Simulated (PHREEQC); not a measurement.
## Hard or scaling water (model solution)

Consider water at 25 °C with 0.00063 mol CaSO4, 0.00046 mol Na2SO4 and 0.023 mol KCl per kg of water. Closed to the air; pH follows from the charge balance.

Model: ion-association model, phreeqc.dat, run in PHREEQC.

This is a speciation only: nothing precipitates in the calculation.

Q: Estimate the specific conductance.

A: specific conductance 3320 µS/cm.

Q: In which forms is Ca present?

A: Ca+2 95 %, CaSO4 4.9 % of the Ca.

Species that the database lacks are ignored.
